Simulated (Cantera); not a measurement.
A Cantera script and what it prints.

```python
import numpy as np
import cantera as ct

gas_names = """
    CL CL2 H HCL H2 N NH NH2 NH3 N2 N2H2 N2H4 Si SiCL SiCL2 SiCL3 SiCL4 SiH SiHCL3 SiH2 SiH2CL2 SiH3
    SiH3CL SiH4 SiN Si2 Si2N Si3
""".split()
cond_names = """
    NH4CL(a) NH4CL(b) Si(cr) Si(L) Si3N4(a)
""".split()


def load(file, names, dense=False):
    # The tables refer to 1 bar. Condensed volumes are neglected.
    table = {s.name: s for s in ct.Species.list_from_file(file)}
    out = []
    for n in names:
        d = dict(table[n].input_data)
        d["thermo"] = dict(d["thermo"], **{"reference-pressure": 1e5})
        if dense:
            d["equation-of-state"] = {"model": "constant-volume", "density": "1e6 g/cm^3"}
        out.append(ct.Species.from_dict(d))
    return out


gas = ct.Solution(thermo="ideal-gas", species=load("nasa_gas.yaml", gas_names))
cond = {s.name: ct.Solution(thermo="fixed-stoichiometry", species=[s], name=s.name)
        for s in load("nasa_condensed.yaml", cond_names, dense=True)}
atoms = {
    'Si': {'Si': 1},
    'HCl': {'H': 1, 'CL': 1},
    'N2': {'N': 2},
}
top_T = {'Si3N4(a)': 2400}  # K; cautious upper limits of use, not melting points


def equilibrate(T, P, feed):
    n = {}
    for name, mol in feed.items():
        for a, k in atoms[name].items():
            n[a] = n.get(a, 0.0) + k * mol
    gas.TPX = T, P, n
    mass = sum(n.values()) * gas.mean_molecular_weight
    gas.equilibrate("TP")
    valid = [c for c in cond.values() if c.min_temp <= T <= top_T.get(c.name, c.max_temp)]
    mix = ct.Mixture([(gas, mass / gas.mean_molecular_weight)] + [(c, 0.0) for c in valid])
    mix.T, mix.P = T, P
    mix.equilibrate("TP", solver="vcs", rtol=1e-11, max_steps=5000)
    return mix


results = []
feed = {'Si': 1, 'HCl': 17, 'N2': 8.5}  # mol
T = 1273  # K
P = 400  # Pa
mix = equilibrate(T, P, feed)
results.append((T, P, feed, dict(zip(mix.species_names, mix.species_moles))))
print(gas.report(threshold=0.001))
for i in range(1, mix.n_phases):
    print(f"{mix.phase(i).name:16s} {mix.phase_moles(i):12.5e} mol")
```

Output:

```
       temperature   1273 K
          pressure   400 Pa
           density   0.001362 kg/m^3
  mean mol. weight   36.039 kg/kmol
   phase of matter   gas

                          1 kg             1 kmol
                     ---------------   ---------------
          enthalpy        -1.161e+06       -4.1839e+07  J
   internal energy       -1.4546e+06       -5.2424e+07  J
           entropy            8116.7        2.9252e+05  J/K
    Gibbs function       -1.1494e+07       -4.1421e+08  J
 heat capacity c_p            1000.7             36062  J/K
 heat capacity c_v            769.94             27748  J/K

                      mass frac. Y      mole frac. X     chem. pot. / RT
                     ---------------   ---------------   ---------------
               HCL           0.54206           0.53582           -39.791
                H2         0.0043482          0.077731           -26.214
                N2           0.26876           0.34575           -32.106
             SiCL2         0.0050647          0.001844           -66.113
             SiCL3          0.011783         0.0031588           -92.797
             SiCL4           0.16719          0.035468           -119.48
     [  +22 minor]        0.00079155        0.00022738

Si(cr)            0.00000e+00 mol
Si3N4(a)          0.00000e+00 mol
```

Equilibrium computed with Cantera from the NASA thermochemical tables; the gas is ideal and each condensed phase is pure. The tables' values for SiCl3 are old estimates; treat these amounts as uncertain.
